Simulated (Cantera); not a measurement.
Feed: 1 mol Cu2O, 360 mol H2, held at 750 Torr.

Method: chemical equilibrium by Gibbs-energy minimisation in Cantera with the NASA 1993 tables (ideal gas, pure condensed phases). Candidate condensed phases: Cu, CuO, Cu(OH)2, Cu2O, H2O; 12 gas species. The numbers say what is thermodynamically allowed, not how fast it happens. All values below are at 823 K.

Base state: H2 0.997, H2O 0.00278 (mole fractions); condensed: Cu(s).

**Question.** What changes in the equilibrium state with this change: Cu2O replaced by Fe3O4?

**Answer.** 
```json
[
 {"species": "H2", "before": "0.997", "after": "0.989"},
 {"species": "H2O", "before": "0.00278", "after": "0.0111"},
 {"species": "Cu(s), mol", "before": "2.00", "after": "0"},
 {"species": "Fe(α), mol", "before": "0", "after": "3.00"}
]
```
Further candidate phases: Fe, FeO, Fe(OH)2, Fe(OH)3, Fe2O3, Fe3O4.
